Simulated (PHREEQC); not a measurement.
A solution holds 0.26 mol/kgw LiCl, 0.0055 mol/kgw H3BO3 and 0.007 mol/kgw NiCl2, at 80 °C. Closed to the air; pH follows from the charge balance.

The numbers come from PHREEQC with the ion-association model, wateq4f.dat.

### Question
The ionic strength comes out as 0.278 mol/kgw. What activity coefficients do H+, Ni+2, NiOH+, Li+, Cl- get?

### Answer
H+ 0.77, Ni+2 0.25, NiOH+ 0.71, Li+ 0.72, Cl- 0.66.

No solid was allowed to form. Constants without temperature data keep their 25 °C values here.
